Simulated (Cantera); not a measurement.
A closed system holds: 1 mol SiO₂, 5.6 mol NF₃, 34 mol H₂, 13 mol HCl, at 1023.15 K and 20.0 mbar.

Cantera equilibrium calculation (NASA polynomials, part measured and part estimated; ideal gas, pure solids and liquids). Candidate condensed phases: H₂O, NH₄Cl, Si, SiO₂, Si₂N₂O, Si₃N₄; 72 gas species. The numbers say what is thermodynamically allowed, not how fast it happens.

Problem. What is the equilibrium state?

Solution. 
```json
{
 "x(H₂)": "0.448",
 "x(HCl)": "0.227",
 "x(HF)": "0.224",
 "x(N₂)": "0.0490",
 "x(H₂O)": "0.0350",
 "x(SiF₄)": "0.0175",
 "gas_amount": "57.20 mol",
 "log10 activity of Si(s) (absent)": "-16.23"
}
```
